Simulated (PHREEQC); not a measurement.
A column of 0.1 m (40 cells, dispersivity 0.005 m, 60 s a shift, diffusion coefficient 3e-10 m²/s) holds 0.0078 eq of the database's cation exchanger X per kg of pore water, first in equilibrium with 0.0024 mol/kgw NaCl, 0.00089 mol/kgw MgSO4 and 1e-05 mol/kgw HCl. It is flushed with 0.43 mmol/kgw NaCl, 0.33 mmol/kgw MgCl2, 15 mmol/kgw KCl and 0.01 mmol/kgw HCl, at 40 °C. Values are for the last cell. CO2 from the air is kept out. Nothing may precipitate in this run.

All values are PHREEQC results (ion-association model, phreeqc.dat), not measurements.

```csv
pore volumes,K in solution (mol/kgw),S in solution (mol/kgw),Cl in solution (mol/kgw),Na in solution (mol/kgw)
0,0,0.000890,0.00241,0.00240
0.2125,0,0.000890,0.00241,0.00240
0.3125,5.57e-10,0.000890,0.00241,0.00240
0.4125,2.20e-7,0.000888,0.00244,0.00241
0.6125,8.66e-5,0.000823,0.00343,0.00246
0.8125,0.00118,0.000620,0.00656,0.00217
0.9125,0.00238,0.000495,0.00849,0.00188
1.012,0.00388,0.000376,0.0103,0.00158
1.212,0.00699,0.000195,0.0131,0.00108
1.413,0.00951,9.08e-5,0.0147,0.000752
1.512,0.0105,6.02e-5,0.0152,0.000650
1.613,0.0112,3.94e-5,0.0155,0.000578
1.812,0.0124,1.62e-5,0.0158,0.000493
2.013,0.0131,6.46e-6,0.0160,0.000454
2.112,0.0134,4.03e-6,0.0160,0.000444
2.212,0.0136,2.51e-6,0.0161,0.000438
2.413,0.0139,9.55e-7,0.0161,0.000431
2.612,0.0142,3.59e-7,0.0161,0.000429
2.712,0.0143,2.19e-7,0.0161,0.000428
2.812,0.0144,1.33e-7,0.0161,0.000428
3.013,0.0145,4.92e-8,0.0161,0.000428
```

Away from 25 °C the constants follow the database's enthalpies or fits; those with neither stay at their 25 °C values.
